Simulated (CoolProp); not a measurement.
The fluoroketone C6F12O (FK-5-1-12) along the isotherm 490.6 K: Z from the reference equation and from simpler models built on Tc = 441.8 K, pc = 18.69 bar, ω = 0.471; each cubic takes its own stable root.

Model: reference Helmholtz-energy equation of state, McLinden 2015, in CoolProp.

```csv
p (bar),phase,reference
3.5,gas,0.9551
7.01,gas,0.9086
10.5,gas,0.8602
14,gas,0.8088
17.5,gas,0.7540
21,supercritical,0.6960
24.5,supercritical,0.6356
28,supercritical,0.5753
```

### Question
How far does each simpler model (Redlich-Kwong, Peng-Robinson) lie from the reference over these 8 states: mean and median of the absolute difference, and the worst?

### Answer
- Redlich-Kwong: mean 4.2 %, median 3.0 %, worst -11.0 % at 490.6 K and 28 bar
- Peng-Robinson: mean 1.2 %, median 1.2 %, worst -1.9 % at 490.6 K and 17.5 bar
